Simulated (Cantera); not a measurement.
**Silicon oxide and oxynitride deposition: SiH₄ + O₃ + CO₂ + CH₄**

Feed: 1 mol SiH₄, 0.92 mol O₃, 0.78 mol CO₂, 0.00052 mol CH₄, equilibrated at 100 Torr.

Method: chemical equilibrium by Gibbs-energy minimisation in Cantera with the NASA 1993 tables (ideal gas, pure condensed phases). Candidate condensed phases: C, C₆H₆, C₇H₈, C₈H₁₈, H₂O, Si, SiC, SiO₂; 123 gas species. The tables hold silica as quartz up to 1696 K and as liquid above; real silica turns to tridymite and cristobalite and melts near 1996 K. Gases not in the tables: Si(OH)₄. Rates play no part.

From 625 °C to 1225 °C the condensed part is SiO₂(β-quartz). From 1425 °C to 1625 °C the condensed part is SiO₂(condensed). At 1825 °C the condensed part is SiO₂(l).

```
T (°C)  log p H₂O  log p H₂  log p CO  log p CO₂  log p H  log p SiO  log p OH  log p CH₄  n SiO₂(β-quartz)  n SiO₂(condensed)  n SiO₂(l)
------  ---------  --------  --------  ---------  -------  ---------  --------  ---------  ----------------  -----------------  ---------
625         -1.32     -1.32     -1.95      -1.58   -10.62       <-12      <-12      -4.67              1.00                  0          0
825         -1.27     -1.37     -1.78      -1.68    -8.29       <-12    -10.55      -7.08              1.00                  0          0
1025        -1.25     -1.41     -1.69      -1.77    -6.67     -11.87     -8.40      -8.80              1.00                  0          0
1225        -1.23     -1.44     -1.64      -1.84    -5.48      -9.00     -6.82     -10.07              1.00                  0          0
1425        -1.21     -1.46     -1.61      -1.90    -4.57      -6.82     -5.61     -11.04                 0              1.000          0
1625        -1.21     -1.47     -1.59      -1.94    -3.84      -5.14     -4.66     -11.80                 0              1.000          0
1825        -1.20     -1.49     -1.57      -1.98    -3.26      -3.80     -3.89     -12.42                 0                  0      0.997
```
log p: log10 of the partial pressure in bar; n: condensed amount in mol.
